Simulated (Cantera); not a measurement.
Cantera run:

```python
import numpy as np
import cantera as ct

gas_names = """
    H HNO HNO2 HNO3 HO2 H2 H2O H2O2 N NH NH2 NH3 NH2OH NO NO2 NO3 N2 N2H2 N2H4 N2O O OH O2 O3 Si SiH
    SiH2 SiH3 SiH4 SiN SiO SiO2 Si2 Si2N Si3
""".split()
cond_names = """
    H2O(s) H2O(L) Si(cr) Si(L) SiO2(Lqz) SiO2(hqz) SiO2(L) Si2N2O(s) Si3N4(a)
""".split()


# ... load() reads the species with a 1 bar reference pressure and builds the phases ...
atoms = {
    'SiH4': {'Si': 1, 'H': 4},
    'NO': {'N': 1, 'O': 1},
    'N2': {'N': 2},
}
top_T = {'Si2N2O(s)': 2100, 'Si3N4(a)': 2400}  # K; cautious upper limits of use, not melting points


# ... equilibrate(T, P, feed) seeds the gas with the atoms and calls Mixture.equilibrate('TP', solver="vcs", rtol=1e-11, max_steps=5000) ...
results = []
feed = {'SiH4': 1, 'NO': 13, 'N2': 67}  # mol
T = 1448  # K
P = 260  # Pa
mix = equilibrate(T, P, feed)
results.append((T, P, feed, dict(zip(mix.species_names, mix.species_moles))))
x = sorted(zip(gas.X, gas.species_names), reverse=True)
print(f"T = {T:g} K  P = {P:g} Pa  gas = {mix.phase_moles(0):.4g} mol")
print("   x: " + "  ".join(f"{s} {v:.3e}" for v, s in x if v > 0.0001))
print("   condensed (mol): " + ("  ".join(f"{mix.phase(i).name} {mix.phase_moles(i):.4g}"
      for i in range(1, mix.n_phases) if mix.phase_moles(i) > 1e-12) or "none"))
```

Result:

```
T = 1448 K  P = 260 Pa  gas = 80 mol
   x: N2 9.185e-01  O2 5.596e-02  H2O 2.496e-02  NO 5.240e-04
   condensed (mol): SiO2(hqz) 1
```

Equilibrium computed with Cantera from the NASA thermochemical tables; the gas is ideal and each condensed phase is pure. The tables hold silica as quartz up to 1696 K and as liquid above; real silica turns to tridymite and cristobalite and melts near 1996 K.
